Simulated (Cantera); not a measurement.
**Dilute partial oxidation**

An isothermal, constant-pressure homogeneous reactor starts with 1.67 % CH2O, 2.79 % O2, 95.5 % N2, equivalence ratio 0.60, at 1250 K and 10.0 bar.

Computed with Cantera and GRI-Mech 3.0 (53 species, 325 reactions). The temperature is held fixed by assumption; the heat of reaction is taken as removed at once.

```json
[
 {"t (s)": "0.000700", "x CH2O": "2.64e-10", "x O2": "0.0177", "x HCN": "<1e-12", "x C2H4": "<1e-12", "x CH3": "1.40e-11", "x CO": "0.0126"},
 {"t (s)": "0.00177", "x CH2O": "7.19e-11", "x O2": "0.0162", "x HCN": "<1e-12", "x C2H4": "<1e-12", "x CH3": "<1e-12", "x CO": "0.0101"},
 {"t (s)": "0.00449", "x CH2O": "2.64e-11", "x O2": "0.0145", "x HCN": "<1e-12", "x C2H4": "<1e-12", "x CH3": "<1e-12", "x CO": "0.00668"},
 {"t (s)": "0.0114", "x CH2O": "4.88e-12", "x O2": "0.0126", "x HCN": "<1e-12", "x C2H4": "<1e-12", "x CH3": "<1e-12", "x CO": "0.00296"},
 {"t (s)": "0.0288", "x CH2O": "<1e-12", "x O2": "0.0115", "x HCN": "<1e-12", "x C2H4": "<1e-12", "x CH3": "<1e-12", "x CO": "0.000789"},
 {"t (s)": "0.0729", "x CH2O": "<1e-12", "x O2": "0.0112", "x HCN": "<1e-12", "x C2H4": "<1e-12", "x CH3": "<1e-12", "x CO": "0.000121"},
 {"t (s)": "0.185", "x CH2O": "<1e-12", "x O2": "0.0111", "x HCN": "<1e-12", "x C2H4": "<1e-12", "x CH3": "<1e-12", "x CO": "5.04e-6"},
 {"t (s)": "0.468", "x CH2O": "<1e-12", "x O2": "0.0111", "x HCN": "<1e-12", "x C2H4": "<1e-12", "x CH3": "<1e-12", "x CO": "9.63e-9"},
 {"t (s)": "1.18", "x CH2O": "<1e-12", "x O2": "0.0111", "x HCN": "<1e-12", "x C2H4": "<1e-12", "x CH3": "<1e-12", "x CO": "2.73e-9"},
 {"t (s)": "3.00", "x CH2O": "<1e-12", "x O2": "0.0111", "x HCN": "<1e-12", "x C2H4": "<1e-12", "x CH3": "<1e-12", "x CO": "2.72e-9"}
]
```
x: mole fraction; the columns are a selection and need not sum to one.

Equilibrium at this temperature and pressure: CH2O <1e-12, O2 0.0111, HCN <1e-12, C2H4 <1e-12, CH3 <1e-12, CO 2.73e-9 (gas phase only).
